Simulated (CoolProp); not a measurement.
Saturated liquid density (kg/m³) of the fluoroketone C6F12O (FK-5-1-12): the reference equation beside estimates from Tc = 168.7 °C, pc = 1.869 MPa, ω = 0.471. Rackett uses Z = 0.29056 − 0.08775 ω.

The numbers come from the reference Helmholtz-energy equation of state, McLinden 2015 in CoolProp.

```json
[
 {"T (°C)": "-24.75", "reference": "1744", "Rackett": "1933", "van der Waals": "1016", "Redlich-Kwong": "1502", "Peng-Robinson": "[?]"},
 {"T (°C)": "-12.05", "reference": "1709", "Rackett": "[?]", "van der Waals": "997.3", "Redlich-Kwong": "1470", "Peng-Robinson": "1752"},
 {"T (°C)": "0.65", "reference": "1673", "Rackett": "1851", "van der Waals": "977.7", "Redlich-Kwong": "1436", "Peng-Robinson": "1721"},
 {"T (°C)": "13.35", "reference": "1637", "Rackett": "[?]", "van der Waals": "957.2", "Redlich-Kwong": "1400", "Peng-Robinson": "1687"},
 {"T (°C)": "26.05", "reference": "1599", "Rackett": "1764", "van der Waals": "935.7", "Redlich-Kwong": "1362", "Peng-Robinson": "1651"},
 {"T (°C)": "38.75", "reference": "[?]", "Rackett": "1718", "van der Waals": "913.0", "Redlich-Kwong": "[?]", "Peng-Robinson": "1610"},
 {"T (°C)": "51.45", "reference": "1519", "Rackett": "1670", "van der Waals": "889.1", "Redlich-Kwong": "1279", "Peng-Robinson": "1566"},
 {"T (°C)": "64.15", "reference": "1476", "Rackett": "1620", "van der Waals": "863.7", "Redlich-Kwong": "1234", "Peng-Robinson": "1518"},
 {"T (°C)": "76.85", "reference": "1431", "Rackett": "1566", "van der Waals": "836.5", "Redlich-Kwong": "1185", "Peng-Robinson": "1463"},
 {"T (°C)": "89.55", "reference": "1382", "Rackett": "1509", "van der Waals": "807.2", "Redlich-Kwong": "1132", "Peng-Robinson": "1403"}
]
```

Question: What belongs in the gaps?

Answer: 
- -24.75, Peng-Robinson: 1781
- -12.05, Rackett: 1893
- 13.35, Rackett: 1808
- 38.75, reference: 1560
- 38.75, Redlich-Kwong: 1322

Absolute difference from the reference over all 10 rows, mean and median: Rackett 10.1 and 10.2 %, van der Waals 41.6 and 41.5 %, Redlich-Kwong 15.4 and 15.0 %, Peng-Robinson 2.7 and 2.9 %.
